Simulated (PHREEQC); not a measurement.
Dissolve 7.8e-05 mol/kgw PbCl2 and 0.055 mol/kgw NaNO3 at 25 °C. Closed to the air; pH follows from the charge balance.

All values are PHREEQC results (ion-association model, phreeqc.dat), not measurements.

Each row changes one thing in this solution. Precipitation was switched off in this run.

| case | pH | Pb+2 (mol/kgw) | PbNO3+ (mol/kgw) | PbOH+ (mol/kgw) | PbCl+ (mol/kgw) | SI of Pb(OH)2 (Pb(OH)2) |
|---|---|---|---|---|---|---|
| as made | 6.14 | 5.69e-5 | 2.01e-5 | 8.31e-7 | 1.55e-7 | -0.47 |
| diluted 5-fold with water | 6.37 | 1.37e-5 | 1.44e-6 | (withheld) | 1.10e-8 | -0.47 |
| 0.0015 mol/kgw HCl added | 2.90 | 5.66e-5 | 1.98e-5 | 4.66e-10 | 1.62e-6 | -6.97 |
| temperature from 25 to 10 °C | 6.14 | 5.67e-5 | (withheld) | 8.40e-7 | 1.06e-7 | -1.01 |
| temperature from 25 to 15 °C | 6.14 | (withheld) | (withheld) | 8.37e-7 | 1.21e-7 | -0.82 |
| NaNO3 replaced by KNO3 at the same molality | 6.14 | 5.69e-5 | 2.01e-5 | 8.31e-7 | 1.55e-7 | -0.47 |
| 0.0055 mol/kgw NaCl added | 6.16 | 5.37e-5 | 1.84e-5 | 7.99e-7 | (withheld) | -0.47 |

**Question.** Fill in the missing entries.

**Answer.** 
- diluted 5-fold with water, PbOH+ (mol/kgw): 4.47e-7
- temperature from 25 to 10 °C, PbNO3+ (mol/kgw): 2.04e-5
- temperature from 25 to 15 °C, Pb+2 (mol/kgw): 5.68e-5
- temperature from 25 to 15 °C, PbNO3+ (mol/kgw): 2.03e-5
- 0.0055 mol/kgw NaCl added, PbCl+ (mol/kgw): 5.14e-6

Constants without temperature data keep their 25 °C values here.
